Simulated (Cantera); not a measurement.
Feed: 1 mol Fe2O3, 1200 mol H2, equilibrated at 1775 K and 0.110 bar.

Cantera equilibrium calculation (NASA polynomials, part measured and part estimated; ideal gas, pure solids and liquids). Candidate condensed phases: Fe, FeO, Fe(OH)2, Fe(OH)3, Fe2O3, Fe3O4, H2O; 12 gas species. Equilibrium is a limit: real reactors are often held back by kinetics, nucleation or transport.

Base state: H2 0.996, H2O 0.00250, H 0.000871, Fe 0.000185 (mole fractions); condensed: Fe(δ).

Q: What changes in the equilibrium state with this change: pressure from 0.110 bar to 3.00 mbar?

A: 
```tsv
species	before	after
H2	0.996	0.991
H	0.000871	0.00526
H2O	0.00250	0.00249
Fe	0.000185	0.00166
Fe(δ), mol	1.78	0
```
